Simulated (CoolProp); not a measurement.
Vapour-liquid equilibrium of 1-butene (1) + acetone (2) at 258.7 K; x and y are mole fractions of (1).

Values from CoolProp's multi-fluid Helmholtz-energy mixture model, Lemmon 2005 and Lemmon 2006; pair parameters Bell 2016.

Q: Give the bubble pressure and the first vapour's composition at x = 0.35, 0.8, 0.875. Is there an azeotrope?

A: x = 0.35: 0.05391 MPa, y = 0.940; x = 0.8: 0.06512 MPa, y = 0.963; x = 0.875: 0.06751 MPa, y = 0.972. No azeotrope shows between x = 0.05 and 0.95.

Pair parameters are fitted to limited data, so mixtures are less certain than the pure fluids. With so large a gap from Raoult's law the liquid may split in two, which this calculation doesn't test in full.
